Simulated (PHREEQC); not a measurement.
Make-up at 25 °C: 0.28 mol/kgw K2CO3 and 0.063 mol/kgw Al(NO3)3. Closed to the air; pH follows from the charge balance.

The numbers come from PHREEQC with the ion-association model, phreeqc.dat.

```
quantity                     before    after
--------------------------  -------  -------
pH                             8.89     9.17
Al(OH)3 (mol/kgw)           2.53e-5  1.29e-5
SI of Al(OH)3(a) (Al(OH)3)    +1.60    +1.32
```

### Question
Which change was made?
A) diluted 10-fold with water
B) K2CO3 left out
C) K2CO3 from 0.28 to 0.308 mol/kgw
D) diluted 5-fold with water

### Answer
C, K2CO3 from 0.28 to 0.308 mol/kgw

Precipitation was switched off in this run. Some of these states are supersaturated (in Al(OH)3(a), Gibbsite (slow to form), for instance).
